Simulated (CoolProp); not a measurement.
Aqueous potassium formate as a coolant, 31 % by mass, freezing at -22.3 °C, 1 atm.

The numbers come from the Melinder's fits for secondary coolants in CoolProp.

| T (°C) | viscosity (mPa s) | density (kg/m³) | conductivity (W/(m K)) | cp (kJ/(kg K)) |
|---|---|---|---|---|
| -18.6 | 5.07 | [?] | 0.492 | [?] |
| -13.2 | [?] | 1208 | [?] | 3.056 |
| -7.9 | 3.45 | 1207 | 0.505 | 3.065 |
| -2.5 | 2.92 | 1205 | 0.511 | 3.075 |
| 2.9 | 2.51 | [?] | 0.518 | 3.084 |
| 8.3 | 2.18 | 1201 | 0.525 | 3.094 |
| 13.6 | 1.93 | 1199 | 0.531 | 3.103 |
| 19 | 1.72 | 1197 | [?] | 3.112 |
| 24.4 | 1.55 | 1195 | [?] | 3.122 |
| 29.8 | 1.40 | 1193 | 0.551 | [?] |
| 35.2 | 1.28 | 1191 | 0.557 | 3.141 |

**Question.** Some entries are withheld; supply them.

**Answer.** 
- -18.6, density (kg/m³): 1210
- -18.6, cp (kJ/(kg K)): 3.045
- -13.2, viscosity (mPa s): 4.14
- -13.2, conductivity (W/(m K)): 0.498
- 2.9, density (kg/m³): 1203
- 19, conductivity (W/(m K)): 0.538
- 24.4, conductivity (W/(m K)): 0.544
- 29.8, cp (kJ/(kg K)): 3.131
